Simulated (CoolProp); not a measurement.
Properties of decamethyltetrasiloxane (MD2M) along the isobar 1.01 bar (Tc = 599.4 K, pc = 11.44 bar, ω = 0.635).

Computed with CoolProp (reference Helmholtz-energy equation of state, Thol 2017).

```json
[
 {"T (K)": "463", "phase": "liquid", "cp (kJ/(kg K))": "2.104", "cv (kJ/(kg K))": "1.825"},
 {"T (K)": "476.7", "phase": "gas", "cp (kJ/(kg K))": "1.831", "cv (kJ/(kg K))": "1.793"},
 {"T (K)": "490.4", "phase": "gas", "cp (kJ/(kg K))": "1.856", "cv (kJ/(kg K))": "1.820"},
 {"T (K)": "504.1", "phase": "gas", "cp (kJ/(kg K))": "1.881", "cv (kJ/(kg K))": "1.846"},
 {"T (K)": "517.8", "phase": "gas", "cp (kJ/(kg K))": "1.905", "cv (kJ/(kg K))": "1.871"},
 {"T (K)": "531.5", "phase": "gas", "cp (kJ/(kg K))": "1.929", "cv (kJ/(kg K))": "1.895"},
 {"T (K)": "545.2", "phase": "gas", "cp (kJ/(kg K))": "1.952", "cv (kJ/(kg K))": "1.919"},
 {"T (K)": "558.9", "phase": "gas", "cp (kJ/(kg K))": "1.975", "cv (kJ/(kg K))": "1.942"},
 {"T (K)": "572.6", "phase": "gas", "cp (kJ/(kg K))": "1.997", "cv (kJ/(kg K))": "1.965"},
 {"T (K)": "586.3", "phase": "gas", "cp (kJ/(kg K))": "2.019", "cv (kJ/(kg K))": "1.987"},
 {"T (K)": "600", "phase": "gas", "cp (kJ/(kg K))": "2.040", "cv (kJ/(kg K))": "2.009"}
]
```
